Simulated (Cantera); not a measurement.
Input (Python, Cantera):

```python
import numpy as np
import cantera as ct

gas = ct.Solution("gri30.yaml")
gas.TPX = 1175, 440000, {'CH2O': 0.024, 'O2': 0.0056, 'N2': 1}
reactor = ct.IdealGasConstPressureReactor(gas, energy="off", clone=False)
net = ct.ReactorNet([reactor])
net.rtol, net.atol = 1e-08, 1e-18
show = ['CH2O', 'O2', 'C2H2', 'C2H6', 'HO2', 'C2H']
times = np.geomspace(1e-05, 4, 15)

steps = ct.SolutionArray(gas, extra=["t"])
rows = []
print(f"{'t/s':>10s}{'T/K':>9s}{'P/Pa':>11s}" + "".join(f"{s:>11s}" for s in show))
for t in times:
    while net.time < t:
        t_next = net.step()
        steps.append(gas.state, t=t_next)
    rows.append([np.interp(t, steps.t, y) for y in (steps.T, steps.P, *steps(*show).X.T)])
    print(f"{t:10.3e}{rows[-1][0]:9.1f}{rows[-1][1]:11.4g}" + "".join(f"{x:11.3e}" for x in rows[-1][2:]))
rate = np.gradient(steps.T, steps.t)
print("integrator steps:", len(steps.t))
if steps.T.max() > steps.T[0] + 200:
    print(f"time of steepest temperature rise: {steps.t[rate.argmax()]:.4e} s")
gas.TPX = 1175, 440000, {'CH2O': 0.024, 'O2': 0.0056, 'N2': 1}
gas.equilibrate("TP")
print(f"equilibrium (TP): T = {gas.T:.1f} K  " + "  ".join(f"{s} {gas[s].X[0]:.3e}" for s in show))
```

It prints:

```
       t/s      T/K       P/Pa       CH2O         O2       C2H2       C2H6        HO2        C2H
 1.000e-05   1175.0    4.4e+05  2.331e-02  5.439e-03  8.759e-25  1.473e-25  4.038e-07  2.944e-34
 2.513e-05   1175.0    4.4e+05  2.331e-02  5.437e-03  4.604e-24  1.972e-23  1.114e-06  6.883e-33
 6.314e-05   1175.0    4.4e+05  2.329e-02  5.430e-03  1.513e-22  9.313e-21  4.244e-06  1.486e-30
 1.587e-04   1175.0    4.4e+05  2.290e-02  5.295e-03  1.949e-18  1.676e-16  4.574e-05  2.920e-25
 3.986e-04   1175.0    4.4e+05  8.611e-03  2.464e-03  3.605e-13  7.733e-12  1.702e-04  1.297e-18
 1.002e-03   1175.0    4.4e+05  2.074e-08  2.815e-04  8.343e-12  2.353e-12  6.246e-07  4.115e-17
 2.517e-03   1175.0    4.4e+05  5.103e-09  8.616e-06  6.374e-12  8.728e-12  1.902e-08  4.732e-18
 6.325e-03   1175.0    4.4e+05  1.895e-09  1.336e-06  1.239e-11  1.886e-11  2.789e-09  2.377e-18
 1.589e-02   1175.0    4.4e+05  1.047e-09  3.381e-07  3.310e-11  2.096e-11  6.068e-10  1.952e-18
 3.993e-02   1175.0    4.4e+05  7.812e-10  1.074e-07  6.266e-11  1.374e-11  1.374e-10  1.234e-18
 1.003e-01   1175.0    4.4e+05  6.924e-10  3.773e-08  8.712e-11  7.232e-12  2.736e-11  6.159e-19
 2.521e-01   1175.0    4.4e+05  6.613e-10  1.379e-08  1.021e-10  3.919e-12  4.740e-12  2.721e-19
 6.335e-01   1175.0    4.4e+05  6.502e-10  5.109e-09  1.097e-10  2.466e-12  7.564e-13  1.136e-19
 1.592e+00   1175.0    4.4e+05  6.464e-10  1.890e-09  1.131e-10  1.797e-12  1.166e-13  4.644e-20
 4.000e+00   1175.0    4.4e+05  6.453e-10  6.778e-10  1.139e-10  1.385e-12  1.795e-14  1.951e-20
integrator steps: 2296
equilibrium (TP): T = 1175.0 K  CH2O 6.708e-10  O2 1.513e-18  C2H2 6.824e-14  C2H6 1.419e-15  HO2 4.916e-22  C2H 4.348e-24
```

Model: GRI-Mech 3.0 (53 species, 325 reactions), integrated in Cantera.
